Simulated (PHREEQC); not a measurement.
Solution (15 °C): 0.11 mol HF, 6.2e-05 mol AgF, 0.024 mol HBF4 and 0.00013 mol H2SO4 per kg of water. Closed to the air; pH follows from the charge balance.

All values are PHREEQC results (ion-association model, wateq4f.dat), not measurements.

The ionic strength comes out as 0.0276 mol/kgw. What activity coefficients do F-, SO4-2, H+, HF2-, BF2(OH)2- get?

F- 0.85, SO4-2 0.55, H+ 0.88, HF2- 0.85, BF2(OH)2- 0.85.

This is a speciation only: nothing precipitates in the calculation. Complexes and solids missing from the database can't appear. wateq4f.dat counts part of the HF as a dimer, H2F2, which phreeqc.dat doesn't know; its constant is uncertain. Real BF4- forms and hydrolyses slowly; the run takes it at equilibrium.
